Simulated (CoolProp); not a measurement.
Computed with CoolProp (reference Helmholtz-energy equation of state, Platzer 1990). This equation is an older, rougher fit; its heat capacities, sound speeds and derivatives of the liquid may be far off and weren't checked against measurements.

**Question.** Give the vapour pressure (MPa), liquid density (kg/m³), enthalpy of vaporisation (kJ/kg), vapour Z of saturated CF4 (R14) at -118.25, -87.85, -79.15 °C.

**Answer.** 
| T (°C) | p (MPa) | liquid density (kg/m³) | enthalpy of vaporisation (kJ/kg) | vapour Z |
|---|---|---|---|---|
| -118.25 | 0.192 | 1550 | 129 | 0.943 |
| -87.85 | 0.882 | 1360 | 106 | 0.825 |
| -79.15 | 1.24 | 1290 | 97.3 | 0.774 |
